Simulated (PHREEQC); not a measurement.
PHREEQC input (ion-association model, wateq4f.dat):

```
SOLUTION 1
  temp 25
  units mol/kgw
  pH 7 charge
  Cl 0.082
  Li 0.066
SOLUTION 2
  temp 25
  units mol/kgw
  pH 7 charge
  Cl 0.064
  Cu(2) 0.016
  B 0.091
END
SELECTED_OUTPUT 1
  -reset false
  -pH true
  -pe true
  -ionic_strength true
  -water true
  -totals B Cl Cu Li Cu(1) Cu(2)
  -molalities H+ H3BO3 Cl- Cu+2 Li+ H2BO3- O2 OH- CuCl2- CuCl3-2
    Cu+ CuCl+ CuCl2 CuCl3- CuCl4-2 CuOH+ Cu(OH)2 Cu(OH)3- Cu(OH)4-2 Cu2(OH)2+2
  -equilibrium_phases Cu(OH)2 Atacamite
PRINT
  -reset false
MIX 1
  1 1
  2 0
EQUILIBRIUM_PHASES 1
  Cu(OH)2 0 0
  Atacamite 0 0
  O2(g) -0.68 10
END
# ... the last block is repeated for the other 20 points of share of solution B
```

Selected output (columns that matter, 21 of 21 rows; share of solution B added in front):

```
share of solution B	pH	mu	B	Cl	Cu	Li	m_H+	m_H3BO3	m_Cl-	m_Cu+2	m_Li+	m_CuCl+
0	1.875	0.082	0	0.082	0	0.066	0.016	0	0.082	0	0.066	0
0.05	1.8537	0.08176	0.00455	0.0811	0.0008	0.0627	0.0168	0.00455	0.081029	0.0007311	0.0627	6.7146e-05
0.1	1.8335	0.081524	0.0091	0.0802	0.0016	0.0594	0.0176	0.0091	0.08006	0.0014637	0.0594	0.00013292
0.15	1.8141	0.08129	0.01365	0.0793	0.0024	0.0561	0.0184	0.01365	0.079093	0.0021976	0.0561	0.00019733
0.2	1.7955	0.08106	0.0182	0.0784	0.0032	0.0528	0.0192	0.0182	0.078127	0.0029331	0.0528	0.00026035
0.25	1.7777	0.080832	0.02275	0.0775	0.004	0.0495	0.02	0.02275	0.077162	0.00367	0.0495	0.00032199
0.3	1.7607	0.080607	0.0273	0.0766	0.0048	0.0462	0.0208	0.0273	0.076199	0.0044084	0.0462	0.00038224
0.35	1.7442	0.080386	0.03185	0.0757	0.0056	0.0429	0.0216	0.03185	0.075237	0.0051482	0.0429	0.00044109
0.4	1.7284	0.080167	0.0364	0.0748	0.0064	0.0396	0.0224	0.0364	0.074278	0.0058895	0.0396	0.00049855
0.45	1.7131	0.079951	0.04095	0.0739	0.0072	0.0363	0.0232	0.04095	0.073319	0.0066323	0.0363	0.00055459
0.5	1.6983	0.079739	0.0455	0.073	0.008	0.033	0.024	0.0455	0.072362	0.0073765	0.033	0.00060923
0.55	1.684	0.079529	0.05005	0.0721	0.0088	0.0297	0.0248	0.05005	0.071407	0.0081223	0.0297	0.00066245
0.6	1.6701	0.079323	0.0546	0.0712	0.0096	0.0264	0.0256	0.0546	0.070453	0.0088695	0.0264	0.00071424
0.65	1.6567	0.079119	0.05915	0.0703	0.0104	0.0231	0.0264	0.05915	0.069501	0.0096182	0.0231	0.00076461
0.7	1.6437	0.078919	0.0637	0.0694	0.0112	0.0198	0.0272	0.0637	0.06855	0.010368	0.0198	0.00081354
0.75	1.6311	0.078721	0.06825	0.0685	0.012	0.0165	0.028	0.06825	0.067601	0.01112	0.0165	0.00086104
0.8	1.6188	0.078527	0.0728	0.0676	0.0128	0.0132	0.0288	0.0728	0.066654	0.011873	0.0132	0.0009071
0.85	1.6068	0.078336	0.07735	0.0667	0.0136	0.0099	0.0296	0.07735	0.065708	0.012628	0.0099	0.00095171
0.9	1.5952	0.078147	0.0819	0.0658	0.0144	0.0066	0.0304	0.0819	0.064763	0.013384	0.0066	0.00099486
0.95	1.5839	0.077962	0.08645	0.0649	0.0152	0.0033	0.0312	0.08645	0.06382	0.014142	0.0033	0.0010366
1	1.5728	0.07778	0.091	0.064	0.016	0	0.032	0.091	0.062879	0.014901	0	0.0010768
```

Species that the database lacks are ignored.
